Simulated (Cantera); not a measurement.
A diamond (100) surface in a fixed gas of H2 with x(CH4) = 0.0035, x(H) = 0.016, x(CH3) = 1.7e-05, 0.0790 atm; coverages are run to steady state.

Detailed kinetics in Cantera: the Harris–Goodwin 1993 mechanism for the reconstructed diamond (100) surface.

θ: site fractions in the mechanism's names (c6HH fully hydrogenated, c6H* and c6*H radical sites, c6** diradical, c6HM methylated).

```tsv
T (K)	growth (µm/h)	θ c6HH	θ c6H*	θ c6*H	θ c6**	θ c6HM
925	0.494	0.667	0.0125	0.314	0.00550	0.000802
1000	?	?	?	?	?	?
1075	0.949	0.531	0.0256	0.426	0.0160	0.000414
1150	1.08	0.473	0.0334	0.469	0.0242	0.000273
1225	?	?	?	0.502	?	?
1300	0.639	0.378	0.0495	0.526	0.0463	5.16e-5
1375	0.479	0.340	0.0574	0.542	0.0598	1.56e-5
```

Problem. Complete the blanks.

Solution. 
- 1000, growth (µm/h): 0.719
- 1000, θ c6HH: 0.596
- 1000, θ c6H*: 0.0186
- 1000, θ c6*H: 0.375
- 1000, θ c6**: 0.00982
- 1000, θ c6HM: 0.000577
- 1225, growth (µm/h): 0.933
- 1225, θ c6HH: 0.422
- 1225, θ c6H*: 0.0414
- 1225, θ c6**: 0.0343
- 1225, θ c6HM: 0.000140
